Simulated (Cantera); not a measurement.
A closed system holds: 1 mol SiH2Cl2, 0.044 mol C3H8, 650 mol H2, at 0.133 bar.

Method: chemical equilibrium by Gibbs-energy minimisation in Cantera with the NASA 1993 tables (ideal gas, pure condensed phases). Candidate condensed phases: C, C6H6, C7H8, C8H18, Si, SiC; 109 gas species. Mutual solubility and eutectic melting of coexisting phases are not modelled. Gases not in the tables: Si2H6 and higher silanes. Kinetics and transport are ignored.

Question: Which condensed phases are stable at each of these points (T (K)): 1448, 1548, 1648, 1748, 1848, 1948, 2048, 2148, 2248?

Answer: 
```
T (K)  condensed phases  Si condensed (%)
-----  ----------------  ----------------
1448     Si(s) + SiC(s)              98.1
1548     Si(s) + SiC(s)              97.8
1648     Si(s) + SiC(s)              97.1
1748     Si(l) + SiC(s)              95.5
1848     Si(l) + SiC(s)              91.0
1948     Si(l) + SiC(s)              77.6
2048     Si(l) + SiC(s)              39.8
2148             SiC(s)               3.7
2248           gas only               0.0
```

From 1448 K to 1648 K the condensed part is Si(s) + SiC(s). From 1748 K to 2048 K the condensed part is Si(l) + SiC(s). At 2148 K the condensed part is SiC(s). At 2248 K nothing is condensed.
